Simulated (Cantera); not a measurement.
Input: 1 mol PbO, a varied amount of CH4, 0.011 mol CO, held at 1298 K and 54.0 mbar.

Cantera equilibrium calculation (NASA polynomials, part measured and part estimated; ideal gas, pure solids and liquids). Candidate condensed phases: C, C6H6, C7H8, C8H18, H2O, Pb, PbO, PbO2, Pb3O4; 113 gas species. Kinetics and transport are ignored.

### Question
What share of the Pb ends up in condensed phases as a function of n(CH4) (mol), at 0.48, 0.61, 0.78, 1, 1.3, 1.6, 2.1, 2.7, 3.4?

### Answer
```tsv
n(CH4) (mol)	Pb condensed (%)	as
0.48	92.8	Pb(l)
0.61	90.8	Pb(l)
0.78	88.3	Pb(l)
1	85.0	Pb(l)
1.3	82.1	Pb(l)
1.6	79.1	Pb(l)
2.1	74.1	Pb(l)
2.7	68.1	Pb(l)
3.4	61.2	Pb(l)
```
